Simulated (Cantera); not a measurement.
# Hydrocarbon pyrolysis for carbon deposition

An isothermal, constant-pressure homogeneous reactor starts with 9.90 % C3H8, 88.1 % H2, 1.98 % H2O, at 1373 K and 0.132 atm.

Detailed kinetics in Cantera: GRI-Mech 3.0 (53 species, 325 reactions). GRI-Mech 3.0 was tuned for natural gas; its chemistry of propane as a main component is partial and can be far from experiment. GRI-Mech 3.0 stops at C3 and has no aromatics, soot or wall deposition, so with more carbon than oxygen in the feed, carbon stays in small species such as C2H2 where larger ones or solid carbon would form.

```json
[
 {"t (s)": "0.000700", "x C3H8": "0.0146", "x H2": "0.815", "x H": "0.000235", "x C2H2": "0.00269", "x CH3": "0.00103", "x CH4": "0.0722", "x CH2": "1.72e-7"},
 {"t (s)": "0.00170", "x C3H8": "0.00148", "x H2": "0.805", "x H": "0.000124", "x C2H2": "0.00789", "x CH3": "0.000306", "x CH4": "0.0857", "x CH2": "2.90e-8"},
 {"t (s)": "0.00411", "x C3H8": "0.000120", "x H2": "0.805", "x H": "4.77e-5", "x C2H2": "0.0130", "x CH3": "0.000105", "x CH4": "0.0873", "x CH2": "4.16e-9"},
 {"t (s)": "0.00998", "x C3H8": "5.72e-6", "x H2": "0.806", "x H": "2.30e-5", "x C2H2": "0.0178", "x CH3": "4.97e-5", "x CH4": "0.0872", "x CH2": "9.95e-10"},
 {"t (s)": "0.0242", "x C3H8": "2.67e-7", "x H2": "0.807", "x H": "1.62e-5", "x C2H2": "0.0242", "x CH3": "3.47e-5", "x CH4": "0.0869", "x CH2": "5.02e-10"},
 {"t (s)": "0.0586", "x C3H8": "1.59e-7", "x H2": "0.809", "x H": "1.42e-5", "x C2H2": "0.0348", "x CH3": "3.03e-5", "x CH4": "0.0863", "x CH2": "3.89e-10"},
 {"t (s)": "0.142", "x C3H8": "9.11e-8", "x H2": "0.812", "x H": "1.28e-5", "x C2H2": "0.0507", "x CH3": "2.67e-5", "x CH4": "0.0854", "x CH2": "3.11e-10"},
 {"t (s)": "0.345", "x C3H8": "3.69e-8", "x H2": "0.815", "x H": "1.06e-5", "x C2H2": "0.0661", "x CH3": "2.20e-5", "x CH4": "0.0846", "x CH2": "2.20e-10"},
 {"t (s)": "0.836", "x C3H8": "1.73e-8", "x H2": "0.816", "x H": "9.21e-6", "x C2H2": "0.0731", "x CH3": "1.90e-5", "x CH4": "0.0843", "x CH2": "1.69e-10"},
 {"t (s)": "2.03", "x C3H8": "1.52e-8", "x H2": "0.816", "x H": "8.98e-6", "x C2H2": "0.0738", "x CH3": "1.86e-5", "x CH4": "0.0846", "x CH2": "1.63e-10"},
 {"t (s)": "4.91", "x C3H8": "1.52e-8", "x H2": "0.815", "x H": "8.92e-6", "x C2H2": "0.0735", "x CH3": "1.86e-5", "x CH4": "0.0855", "x CH2": "1.62e-10"},
 {"t (s)": "11.9", "x C3H8": "1.51e-8", "x H2": "0.814", "x H": "8.81e-6", "x C2H2": "0.0728", "x CH3": "1.88e-5", "x CH4": "0.0873", "x CH2": "1.62e-10"},
 {"t (s)": "28.9", "x C3H8": "1.50e-8", "x H2": "0.812", "x H": "8.61e-6", "x C2H2": "0.0715", "x CH3": "1.91e-5", "x CH4": "0.0905", "x CH2": "1.60e-10"},
 {"t (s)": "70.0", "x C3H8": "1.49e-8", "x H2": "0.810", "x H": "8.38e-6", "x C2H2": "0.0698", "x CH3": "1.95e-5", "x CH4": "0.0945", "x CH2": "1.58e-10"}
]
```
x: mole fraction; the columns are a selection and need not sum to one.

Equilibrium at this temperature and pressure: C3H8 1.29e-8, H2 0.821, H 8.32e-6, C2H2 0.0616, CH3 1.88e-5, CH4 0.0932, CH2 1.32e-10 (gas phase only).
